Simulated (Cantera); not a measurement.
Adiabatic ignition

An adiabatic, constant-pressure homogeneous reactor starts with CH4 : C2H6 : O2 : N2 = 1 : 0.043 : 5.25 : 19.7 (molar parts), at 1425 K and 2.30 bar.

Detailed kinetics in Cantera: GRI-Mech 3.0 (53 species, 325 reactions).

| t (s) | T (K) | x CH4 | x C2H6 | x O2 | x C2H | x NO |
|---|---|---|---|---|---|---|
| 4.00e-6 | 1425 | 0.0385 | 0.00165 | 0.202 | <1e-12 | <1e-12 |
| 1.29e-5 | 1425 | 0.0385 | 0.00165 | 0.202 | <1e-12 | <1e-12 |
| 4.15e-5 | 1425 | 0.0385 | 0.00164 | 0.202 | <1e-12 | <1e-12 |
| 0.000134 | 1426 | 0.0382 | 0.00159 | 0.202 | <1e-12 | <1e-12 |
| 0.000431 | 1984 | 6.45e-12 | <1e-12 | 0.122 | <1e-12 | 3.40e-6 |
| 0.00139 | 2268 | <1e-12 | <1e-12 | 0.118 | <1e-12 | 0.000151 |
| 0.00447 | 2267 | <1e-12 | <1e-12 | 0.118 | <1e-12 | 0.000490 |
| 0.0144 | 2265 | <1e-12 | <1e-12 | 0.117 | <1e-12 | 0.00153 |
| 0.0464 | 2260 | <1e-12 | <1e-12 | 0.116 | <1e-12 | 0.00427 |
| 0.150 | 2251 | <1e-12 | <1e-12 | 0.114 | <1e-12 | 0.00852 |
| 0.482 | 2248 | <1e-12 | <1e-12 | 0.113 | <1e-12 | 0.0101 |
| 1.55 | 2248 | <1e-12 | <1e-12 | 0.113 | <1e-12 | 0.0101 |
| 5.00 | 2248 | <1e-12 | <1e-12 | 0.113 | <1e-12 | 0.0101 |
x: mole fraction; the columns are a selection and need not sum to one.

| Quantity | Result |
|---|---|
| time of steepest temperature rise | 0.421 ms |
| temperature at 5.00 s | 2248 K |
| equilibrium temperature | 2248 K |
| x(CH4) at 5.00 s | <1e-12 (gas-phase equilibrium <1e-12) |
| x(C2H6) at 5.00 s | <1e-12 (gas-phase equilibrium <1e-12) |
| x(O2) at 5.00 s | 0.113 (gas-phase equilibrium 0.113) |
